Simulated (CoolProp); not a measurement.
The numbers come from the reference Helmholtz-energy equation of state, Guder 2009 in CoolProp.

Problem. Give the vapour pressure (bar), enthalpy of vaporisation (kJ/kg), vapour Z, surface tension (mN/m) of saturated sulfur hexafluoride at 254.7 K.

Solution. 
| T (K) | p (bar) | enthalpy of vaporisation (kJ/kg) | vapour Z | surface tension (mN/m) |
|---|---|---|---|---|
| 254.7 | 7.25 | 95.6 | 0.843 | 6.97 |

Surface tension comes from a separate correlation (Mulero 2012).
